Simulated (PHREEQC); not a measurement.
A solution holds 0.3 mol HCl, 0.031 mol Li2SO4 and 0.0044 mol MnSO4 per kg of water, at 25 °C. Closed to the air; pH follows from the charge balance.

Model: ion-association model, wateq4f.dat, run in PHREEQC.

```json
{
 "pH": "0.68",
 "ionic_strength": "0.346 mol/kgw",
 "activity_of_water": "0.989",
 "total_alkalinity": "-300 meq/kg"
}
```

```csv
species,molality,activity,log γ
Cl-,0.299,0.200,-0.174
H+,0.269,0.209,-0.110
Li+,0.0617,0.0448,-0.139
HSO4-,0.0306,0.0211,-0.160
SO4-2,0.00437,0.00104,-0.624
Mn+2,0.00317,0.000881,-0.556
MnCl+,0.00102,0.000718,-0.153
LiSO4-,0.000289,0.000203,-0.153
MnSO4,0.000150,0.000163,0.035
```

Precipitation was switched off in this run. Species that the database lacks are ignored.
